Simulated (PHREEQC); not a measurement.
A solution holds 0.98 mol HCl, 2.4 mol SrCl2 and 0.21 mol MgCl2 per kg of water, at 25 °C. Closed to the air; pH follows from the charge balance.

The numbers come from PHREEQC with the Pitzer model, pitzer.dat.

No solid was allowed to form.

Task: Estimate the pH.

Result: pH -0.92.

In brines, pH and single-ion activities rest on the MacInnes convention.
